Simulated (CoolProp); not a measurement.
Vapour-liquid equilibrium of R143a (1) + R134a (2) at 305.7 K; x and y are mole fractions of (1).

The numbers come from the multi-fluid Helmholtz-energy mixture model, Lemmon and Jacobsen 2000 and Tillner-Roth 1994; pair parameters Lemmon 2004 in CoolProp.

| x | bubble pressure (kPa) | y at the bubble point | dew pressure at overall composition x (kPa) | liquid density (mol/L) |
|---|---|---|---|---|
| 0.05 | 860.8 | 0.078 | 848.7 | 11.51 |
| 0.15 | 926.6 | 0.221 | 892.7 | 11.44 |
| 0.25 | 993.2 | 0.347 | 941.2 | 11.37 |
| 0.35 | 1061 | 0.460 | 994.9 | 11.29 |
| 0.45 | 1129 | 0.562 | 1054 | 11.21 |
| 0.55 | 1199 | 0.655 | 1121 | 11.13 |
| 0.65 | 1269 | 0.741 | 1194 | 11.04 |
| 0.75 | 1341 | 0.821 | 1277 | 10.94 |
| 0.85 | 1415 | 0.895 | 1369 | 10.84 |
| 0.95 | 1490 | 0.966 | 1472 | 10.73 |

No azeotrope shows between x = 0.05 and 0.95.

The pair parameters rest on a limited set of measurements; away from them the model extrapolates.
